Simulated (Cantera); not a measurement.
## Thermodynamics of chemical vapour transport, feed Fe₂O₃ + Cl₂

Feed: 1 mol Fe₂O₃, 1 mol Cl₂, equilibrated at 82.5 Torr.

Cantera equilibrium calculation (NASA polynomials, part measured and part estimated; ideal gas, pure solids and liquids). Candidate condensed phases: Fe, FeCl₂, FeCl₃, FeO, Fe₂O₃, Fe₃O₄; 13 gas species. Condensed phases not in the tables: FeOCl. Equilibrium is a limit: real reactors are often held back by kinetics, nucleation or transport.

| T (K) | x Cl₂ | x FeCl₃ | x O₂ | x FeCl₂ | x Cl | x Fe₂Cl₆ | x ClO | n Fe₂O₃(s) |
|---|---|---|---|---|---|---|---|---|
| 850 | 0.982 | 0.00985 | 0.00798 | 1.02e-5 | 8.34e-5 | 0.000387 | 2.47e-7 | 0.995 |
| 900 | 0.965 | 0.0191 | 0.0151 | 4.77e-5 | 0.000219 | 0.000493 | 7.50e-7 | 0.990 |
| 950 | 0.938 | 0.0339 | 0.0265 | 0.000187 | 0.000517 | 0.000590 | 2.00e-6 | 0.982 |
| 1000 | 0.899 | 0.0555 | 0.0431 | 0.000629 | 0.00111 | 0.000667 | 4.76e-6 | 0.971 |
| 1050 | 0.845 | 0.0845 | 0.0658 | 0.00186 | 0.00220 | 0.000709 | 1.02e-5 | 0.955 |
| 1100 | 0.776 | 0.120 | 0.0945 | 0.00488 | 0.00403 | 0.000706 | 1.99e-5 | 0.935 |
| 1150 | 0.694 | 0.158 | 0.128 | 0.0115 | 0.00689 | 0.000653 | 3.56e-5 | 0.910 |
| 1200 | 0.602 | 0.196 | 0.166 | 0.0247 | 0.0111 | 0.000557 | 5.88e-5 | 0.881 |
x: gas mole fraction; n: condensed amount in mol.

From 850 K to 1200 K the condensed part is Fe₂O₃(s). The main Fe-bearing gas is FeCl₃ throughout. The share of Fe in condensed phases is highest at 850 K (99.5 %) and lowest at 1200 K (88.1 %).
